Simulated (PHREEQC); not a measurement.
Dissolve 0.016 mol HCl and 0.077 mol ZnSO4 per kg of water at 25 °C. Closed to the air; pH follows from the charge balance.

Model: ion-association model, phreeqc.dat, run in PHREEQC.

Each row changes one thing in this solution. Precipitation was switched off in this run.

```json
[
 {"case": "as made", "pH": "2.18", "ionic strength (mol/kgw)": "0.173", "Zn+2 (mol/kgw)": "0.0428", "SO4-2 (mol/kgw)": "0.0292", "ZnSO4 (mol/kgw)": "0.0272", "Cl- (mol/kgw)": "0.0154"},
 {"case": "diluted 100-fold with water", "pH": "3.84", "ionic strength (mol/kgw)": "0.00294", "Zn+2 (mol/kgw)": "0.000699", "SO4-2 (mol/kgw)": "0.000690", "ZnSO4 (mol/kgw)": "7.08e-5", "Cl- (mol/kgw)": "0.000160"},
 {"case": "temperature from 25 to 85 °C", "pH": "___", "ionic strength (mol/kgw)": "0.160", "Zn+2 (mol/kgw)": "0.0407", "SO4-2 (mol/kgw)": "0.0272", "ZnSO4 (mol/kgw)": "0.0285", "Cl- (mol/kgw)": "0.0125"},
 {"case": "ZnSO4 from 0.077 to 0.0693 mol/kgw", "pH": "2.16", "ionic strength (mol/kgw)": "0.159", "Zn+2 (mol/kgw)": "0.0391", "SO4-2 (mol/kgw)": "___", "ZnSO4 (mol/kgw)": "0.0243", "Cl- (mol/kgw)": "0.0155"},
 {"case": "HCl from 0.016 to 0.16 mol/kgw", "pH": "1.05", "ionic strength (mol/kgw)": "0.307", "Zn+2 (mol/kgw)": "0.0567", "SO4-2 (mol/kgw)": "0.0157", "ZnSO4 (mol/kgw)": "0.0124", "Cl- (mol/kgw)": "0.153"},
 {"case": "diluted 5-fold with water", "pH": "2.72", "ionic strength (mol/kgw)": "0.0418", "Zn+2 (mol/kgw)": "0.0101", "SO4-2 (mol/kgw)": "0.00882", "ZnSO4 (mol/kgw)": "0.00490", "Cl- (mol/kgw)": "0.00316"}
]
```

Task: Complete the blanks.

Result: 
- temperature from 25 to 85 °C, pH: 2.58
- ZnSO4 from 0.077 to 0.0693 mol/kgw, SO4-2 (mol/kgw): 0.0268

At this temperature some constants are extrapolated from 25 °C, and those without enthalpy data are left unchanged.
